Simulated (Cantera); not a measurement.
A Cantera script and its output.

```python
import numpy as np
import cantera as ct

gas = ct.Solution("gri30.yaml")
gas.TPX = 373, 13000, {'CH4': 1, 'O2': 2.7, 'N2': 10.2}
flame = ct.FreeFlame(gas, width=0.17)
flame.set_refine_criteria(ratio=3, slope=0.08, curve=0.16)
flame.transport_model = "mixture-averaged"
flame.solve(loglevel=0, auto=True)
z, T = flame.grid, flame.T
thick = (T[-1] - T[0]) / np.gradient(T, z).max()
show = ['CH4', 'O2', 'C2H', 'CH2CO', 'H2O', 'C2H4']
print(f"laminar burning velocity  {flame.velocity[0] * 100:.3f} cm/s")
print(f"burnt temperature         {T[-1]:.1f} K")
print(f"thermal thickness         {thick * 1e3:.4f} mm")
print(f"grid points               {len(z)}")
z0 = z[flame.heat_release_rate.argmax()]
print(f"{'z/mm':>9s}{'T/K':>9s}{'u/(m/s)':>9s}" + "".join(f"{s:>11s}" for s in show))
rows = []
for k in (-3, -2, -1.5, -1, -0.5, -0.25, 0, 0.25, 0.5, 1, 2, 4, 8):
    zz = z0 + k * thick
    rows.append([k * thick, np.interp(zz, z, T), np.interp(zz, z, flame.velocity),
                 *(np.interp(zz, z, flame.X[gas.species_index(s)]) for s in show)])
    print(f"{rows[-1][0] * 1e3:9.3f}{rows[-1][1]:9.1f}{rows[-1][2]:9.3f}" + "".join(f"{x:11.3e}" for x in rows[-1][3:]))
```

It prints:

```
laminar burning velocity  64.055 cm/s
burnt temperature         1952.6 K
thermal thickness         2.6904 mm
grid points               153
     z/mm      T/K  u/(m/s)        CH4         O2        C2H      CH2CO        H2O       C2H4
   -8.071    373.0    0.641  7.192e-02  1.942e-01  1.737e-31  6.016e-13  3.537e-06  2.013e-10
   -5.381    373.4    0.642  7.184e-02  1.940e-01  1.275e-27  2.276e-11  5.309e-05  5.604e-09
   -4.036    375.8    0.647  7.161e-02  1.937e-01  5.976e-25  3.649e-10  3.604e-04  6.706e-08
   -2.690    408.6    0.706  6.971e-02  1.914e-01  7.106e-21  1.717e-08  4.062e-03  1.876e-06
   -1.345    727.3    1.270  5.272e-02  1.685e-01  3.758e-14  1.781e-06  3.601e-02  4.347e-05
   -0.673   1085.6    1.911  3.077e-02  1.360e-01  5.100e-11  1.274e-05  7.115e-02  1.161e-04
    0.000   1432.8    2.538  8.441e-03  9.609e-02  4.527e-09  2.378e-05  1.066e-01  8.258e-05
    0.673   1573.4    2.788  8.425e-04  7.243e-02  2.907e-09  4.575e-06  1.230e-01  5.236e-06
    1.345   1608.1    2.842  4.857e-05  6.386e-02  1.177e-10  2.129e-07  1.263e-01  9.550e-08
    2.690   1642.4    2.889  1.872e-07  5.881e-02  1.032e-13  3.586e-10  1.261e-01  4.814e-11
    5.381   1687.2    2.955  2.779e-11  5.615e-02  2.923e-18  2.472e-14  1.266e-01  8.934e-16
   10.762   1744.3    3.044  1.649e-17  5.459e-02  2.202e-25  1.023e-20  1.295e-01  4.170e-23
   21.523   1808.4    3.143  1.396e-19  5.317e-02  9.456e-28  2.294e-22  1.333e-01  1.278e-29
```

Detailed kinetics in Cantera: GRI-Mech 3.0 (53 species, 325 reactions). Burning velocities carry a grid error of a few per cent, more on coarse grids.
